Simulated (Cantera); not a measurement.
An isothermal, constant-pressure homogeneous reactor starts with N2O : H2 : N2 = 2.3 : 0.016 : 6.1 (molar parts), at 1500 K and 0.260 bar.

Cantera simulation using GRI-Mech 3.0 (53 species, 325 reactions); the numbers are that mechanism's predictions, not measurements. GRI-Mech 3.0 was tuned for natural gas; its chemistry of N2O as a main component is partial and can be far from experiment. The temperature is held fixed by assumption; the heat of reaction is taken as removed at once.

x: mole fraction; the columns are a selection and need not sum to one.

| t (s) | x N2O | x H2 | x HO2 | x H2O2 | x H2O | x O |
|---|---|---|---|---|---|---|
| 6.00e-5 | 0.273 | (withheld) | 5.06e-7 | 2.51e-10 | 9.42e-6 | 4.97e-5 |
| 0.000226 | 0.272 | (withheld) | 6.13e-6 | 1.30e-8 | 0.000198 | 5.54e-5 |
| 0.000848 | 0.268 | (withheld) | 7.93e-6 | 2.12e-8 | 0.00115 | 6.18e-5 |
| 0.00319 | 0.257 | (withheld) | 3.13e-6 | 4.94e-9 | 0.00180 | 6.62e-5 |
| 0.0120 | 0.222 | (withheld) | 9.61e-7 | 1.57e-9 | 0.00183 | 6.57e-5 |
| 0.0451 | 0.132 | 2.55e-7 | 2.61e-7 | 1.17e-9 | 0.00175 | 6.19e-5 |
| 0.169 | 0.0234 | 2.65e-7 | 5.47e-8 | 7.74e-10 | 0.00167 | 4.20e-5 |
| 0.637 | 0.000323 | (withheld) | 1.22e-8 | 8.41e-11 | 0.00167 | 3.88e-6 |
| 2.39 | 7.96e-7 | 2.03e-8 | 9.85e-9 | 5.45e-11 | 0.00167 | 2.47e-6 |
| 9.00 | 7.92e-7 | 2.03e-8 | 9.85e-9 | 5.45e-11 | 0.00167 | 2.47e-6 |

Task: Fill in the missing entries.

Result: 
- 6.00e-5, x H2: 0.00188
- 0.000226, x H2: 0.00164
- 0.000848, x H2: 0.000669
- 0.00319, x H2: 5.70e-5
- 0.0120, x H2: 3.03e-7
- 0.637, x H2: 3.07e-8
